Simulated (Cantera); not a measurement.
Charge: 1 mol HF, 0.11 mol SO2, 0.12 mol H2, at 2048.15 K and 0.530 bar.

Method: chemical equilibrium by Gibbs-energy minimisation in Cantera with the NASA 1993 tables (ideal gas, pure condensed phases). Candidate condensed phases: H2O, H2SO4, S; 43 gas species. Kinetics and transport are ignored.

Base state: HF 0.825, H2O 0.0706, SO2 0.0501, H2 0.0262, S2 0.0132, SO 0.0103, SH 0.00148, H2S 0.00114 (mole fractions); condensed: gas only.

**Question.** What changes in the equilibrium state with this change: temperature from 2048.15 K to 2750 K?

**Answer.** 
| species | before | after |
|---|---|---|
| HF | 0.825 | 0.801 |
| H2O | 0.0706 | 0.0486 |
| SO2 | 0.0501 | 0.0411 |
| SO | 0.0103 | 0.0347 |
| H | 0.000499 | 0.0176 |
| S2 | 0.0132 | 0.00180 |
| H2 | 0.0262 | 0.0352 |
| O | 2.01e-6 | 0.00207 |
| O2 | 2.32e-6 | 0.00115 |
| F | 7.81e-6 | 0.00151 |
| OH | 0.000146 | 0.00653 |

**Question.** What changes in the equilibrium state with this change: SO2 from 0.11 to 0.0072 mol?

**Answer.** 
```tsv
species	before	after
HF	0.825	0.890
H2	0.0262	0.0919
H2O	0.0706	0.0125
SO2	0.0501	4.65e-5
SO	0.0103	0.000189
S2	0.0132	0.00174
S2O	0.000340	2.26e-6
OH	0.000146	1.39e-5
```

**Question.** What changes in the equilibrium state with this change: temperature from 2048.15 K to 3498 K?

**Answer.** 
| species | before | after |
|---|---|---|
| HF | 0.825 | 0.637 |
| H | 0.000499 | 0.124 |
| O | 2.01e-6 | 0.0606 |
| H2O | 0.0706 | 0.00815 |
| F | 7.81e-6 | 0.0451 |
| OH | 0.000146 | 0.0197 |
| S | 0.000683 | 0.0323 |
| S2 | 0.0132 | 0.000708 |
| SO2 | 0.0501 | 0.00617 |
| SO | 0.0103 | 0.0330 |
| H2 | 0.0262 | 0.0235 |
| O2 | 2.32e-6 | 0.00809 |
| SF | 3.11e-6 | 0.000147 |
| H2S | 0.00114 | 2.63e-5 |
| S2O | 0.000340 | 1.15e-5 |
| SH | 0.00148 | 0.00192 |
